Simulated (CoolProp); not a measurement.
Vapour-liquid equilibrium of neopentane (1) + n-pentane (2) at 872 kPa; x and y are mole fractions of (1).

The numbers come from the multi-fluid Helmholtz-energy mixture model, Lemmon 2006 and Thol 2019; pair parameters Bell 2016 in CoolProp.

```csv
x,"bubble temperature, mixture model (K)","bubble temperature, Raoult's law (K)","y, mixture model","y, Raoult's law"
0.05,389.3,389.2,0.077,0.087
0.2,384.0,383.7,0.286,0.315
0.35,379.1,378.7,0.465,0.500
0.5,374.4,374.1,0.619,0.653
0.65,370.0,369.8,0.752,0.780
0.8,366.0,365.8,0.867,0.885
0.95,362.2,362.1,0.969,0.974
```

The largest gap from Raoult's law is +0.4 K in bubble temperature, at x = 0.35. No azeotrope shows between x = 0.05 and 0.95.

The pair parameters rest on a limited set of measurements; away from them the model extrapolates.
